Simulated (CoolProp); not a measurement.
R1224YDZ at 256.17 K and 1.99 MPa is throttled through a valve to 0.786 MPa with no heat exchange. Each further row changes one setting.

The numbers come from the reference Helmholtz-energy equation of state, Akasaka 2023 in CoolProp.

| case | temperature change (K) |
|---|---|
| as stated | +0.4 |
| outlet pressure 0.236 MPa | +0.6 |
| outlet pressure 1.02 MPa | +0.4 |
